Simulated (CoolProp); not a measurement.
Properties of isopentane at several states.

Computed with CoolProp (reference Helmholtz-energy equation of state, Lemmon 2006). It is a short technical equation, of lower accuracy than the large ones.

| T (K) | p (MPa) | phase | cp (kJ/(kg K)) | isothermal compressibility (1/MPa) | expansivity (1/kK) |
|---|---|---|---|---|---|
| 487.8 | 0.0398 | gas | 2.494 | 25.21 | 2.073 |
| 336.8 | 0.0128 | gas | 1.834 | 78.41 | 3.006 |
| 466.4 | 0.447 | gas | 2.444 | ___ | ___ |
| 298.9 | 0.0186 | gas | ___ | 54.20 | 3.439 |
| 154.5 | 4.95 | liquid | 1.738 | 0.0006060 | 1.213 |

Fill in the missing entries.


- 466.4, isothermal compressibility (1/MPa): 2.346
- 466.4, expansivity (1/kK): 2.492
- 298.9, cp (kJ/(kg K)): 1.660
